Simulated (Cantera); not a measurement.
A closed system holds: 1 mol SiF4, 2.9 mol CH4, 400 mol H2, at 86.0 mbar.

Method: chemical equilibrium by Gibbs-energy minimisation in Cantera with the NASA 1993 tables (ideal gas, pure condensed phases). Candidate condensed phases: C, C6H6, C7H8, C8H18, Si, SiC; 113 gas species. The tables' values for SiF2, SiF3, SiF are old estimates; treat these amounts as uncertain. Gases not in the tables: Si2H6 and higher silanes. The numbers say what is thermodynamically allowed, not how fast it happens.

x: gas mole fraction; n: condensed amount in mol.

| T (°C) | x H2 | x H | x HF | x CH4 | x C2H2 (acetylene) | x SiF4 | x Si | n C(graphite) | n SiC(s) |
|---|---|---|---|---|---|---|---|---|---|
| 725 | 0.990 | 7.30e-9 | 7.23e-5 | 0.00718 | 8.15e-10 | 0.00240 | <1e-12 | 0 | 0 |
| 925 | 0.996 | 6.47e-7 | 0.000549 | 0.00137 | 9.85e-8 | 0.00220 | <1e-12 | 2.31 | 0.0390 |
| 1125 | 0.995 | 1.61e-5 | 0.00246 | 0.000372 | 2.44e-6 | 0.00160 | 4.31e-11 | 2.53 | 0.215 |
| 1325 | 0.992 | … | … | … | … | … | … | … | … |
| 1525 | 0.990 | 0.00119 | 0.00848 | 6.52e-5 | 0.000171 | 5.37e-5 | 8.56e-7 | 1.94 | 0.792 |
| 1725 | 0.984 | … | 0.00890 | … | … | … | … | … | 0.814 |
| 1925 | 0.969 | 0.0187 | 0.00879 | 2.13e-5 | 0.00246 | 3.37e-7 | 0.000449 | 0.282 | 0.530 |

### Question
What belongs in the gaps?

### Answer

- 1725, x H: 0.00543
- 1725, x CH4: 3.56e-5
- 1725, x C2H2 (acetylene): 0.000746
- 1725, x SiF4: 3.64e-6
- 1725, x Si: 2.69e-5
- 1725, n C(graphite): 1.46
- 1325, x H: 0.000181
- 1325, x HF: 0.00612
- 1325, x CH4: 0.000139
- 1325, x C2H2 (acetylene): 2.67e-5
- 1325, x SiF4: 0.000554
- 1325, x Si: 1.14e-8
- 1325, n C(graphite): 2.26
- 1325, n SiC(s): 0.559
